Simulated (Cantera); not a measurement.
Feed: 1 mol Ti(OiPr)4, 1.4 mol O2, equilibrated at 1473 K.

These are equilibrium values from Cantera (NASA tables, ideal gas, pure condensed phases), not measurements of a reactor. Candidate condensed phases: C, C6H6, C7H8, C8H18, H2O, Ti, TiC, TiO, TiO2, Ti2O3, Ti3O5, Ti4O7; 113 gas species. The feed counts by its element totals alone. TiC: taken at fixed stoichiometry. Equilibrium is a limit: real reactors are often held back by kinetics, nucleation or transport.

Which condensed phases are stable at each of these points (P (Pa)): 10, 37, 140, 520, 1900, 7200, 27000, 100000?


| P (Pa) | condensed phases | Ti condensed (%) |
|---|---|---|
| 10 | C(graphite) + TiC(s) | 100.0 |
| 37 | C(graphite) + TiC(s) | 100.0 |
| 140 | C(graphite) + TiC(s) | 100.0 |
| 520 | C(graphite) + TiC(s) | 100.0 |
| 1900 | C(graphite) + TiC(s) | 100.0 |
| 7200 | C(graphite) + TiC(s) | 100.0 |
| 27000 | C(graphite) + TiC(s) | 100.0 |
| 100000 | C(graphite) + Ti3O5(s) | 100.0 |

From 0.000100 bar to 0.270 bar the condensed part is C(graphite) + TiC(s). At 1.00 bar the condensed part is C(graphite) + Ti3O5(s).
